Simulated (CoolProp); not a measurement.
Vapour-liquid equilibrium of carbon dioxide (1) + carbonyl sulfide (2) at 1.16 MPa; x and y are mole fractions of (1).

Model: multi-fluid Helmholtz-energy mixture model, Span 1996 and Lemmon 2006; pair parameters Bell 2016, in CoolProp.

```json
[
 {"x": "0.05", "bubble temperature, mixture model (K)": "283.9", "bubble temperature, Raoult's law (K)": "287.0", "y, mixture model": "0.243", "y, Raoult's law": "0.213"},
 {"x": "0.15", "bubble temperature, mixture model (K)": "269.5", "bubble temperature, Raoult's law (K)": "275.9", "y, mixture model": "0.525", "y, Raoult's law": "0.484"},
 {"x": "0.25", "bubble temperature, mixture model (K)": "(withheld)", "bubble temperature, Raoult's law (K)": "267.5", "y, mixture model": "0.666", "y, Raoult's law": "0.645"},
 {"x": "0.35", "bubble temperature, mixture model (K)": "254.6", "bubble temperature, Raoult's law (K)": "261.0", "y, mixture model": "0.748", "y, Raoult's law": "0.751"},
 {"x": "0.45", "bubble temperature, mixture model (K)": "250.4", "bubble temperature, Raoult's law (K)": "255.6", "y, mixture model": "(withheld)", "y, Raoult's law": "0.824"},
 {"x": "0.55", "bubble temperature, mixture model (K)": "247.2", "bubble temperature, Raoult's law (K)": "251.1", "y, mixture model": "0.843", "y, Raoult's law": "0.877"},
 {"x": "0.65", "bubble temperature, mixture model (K)": "244.5", "bubble temperature, Raoult's law (K)": "247.3", "y, mixture model": "(withheld)", "y, Raoult's law": "0.917"},
 {"x": "0.75", "bubble temperature, mixture model (K)": "(withheld)", "bubble temperature, Raoult's law (K)": "243.9", "y, mixture model": "0.910", "y, Raoult's law": "0.947"},
 {"x": "0.85", "bubble temperature, mixture model (K)": "240.1", "bubble temperature, Raoult's law (K)": "241.0", "y, mixture model": "0.943", "y, Raoult's law": "0.972"},
 {"x": "0.95", "bubble temperature, mixture model (K)": "238.1", "bubble temperature, Raoult's law (K)": "238.3", "y, mixture model": "(withheld)", "y, Raoult's law": "0.992"}
]
```

**Question.** What belongs in the gaps?

**Answer.** 
- 0.25, bubble temperature, mixture model (K): 260.5
- 0.45, y, mixture model: 0.802
- 0.65, y, mixture model: 0.878
- 0.75, bubble temperature, mixture model (K): 242.2
- 0.95, y, mixture model: 0.980

The largest gap from Raoult's law is -7.0 K in bubble temperature, at x = 0.25. No azeotrope shows between x = 0.05 and 0.95.

Pair parameters are fitted to limited data, so mixtures are less certain than the pure fluids.
